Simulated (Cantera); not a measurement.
A closed system holds: 1 mol (CH₃)₂SiCl₂, 0.031 mol C₂H₄, 1900 mol H₂, held at 2598.15 K and 0.00660 bar.

Cantera equilibrium calculation (NASA polynomials, part measured and part estimated; ideal gas, pure solids and liquids). Candidate condensed phases: C, C₆H₆, C₇H₈, C₈H₁₈, Si, SiC; 109 gas species. The feed counts by its element totals alone. Kinetics and transport are ignored.

**Question.** What is the equilibrium state?

**Answer.** 
```
Quantity                                  Result
--------------------------------------  --------
x(H₂)                                      0.627
x(H)                                       0.371
x(HCl)                                  0.000604
x(Si)                                   0.000415
x(C₂H₂ (acetylene))                     0.000398
x(Cl)                                   0.000251
x(C₂H)                                   2.07e-5
x(C)                                     1.83e-5
x(SiH)                                   6.11e-6
gas amount                              2340 mol
log10 activity of C(graphite) (absent)     -0.70
log10 activity of Si(l) (absent)           -3.55
```
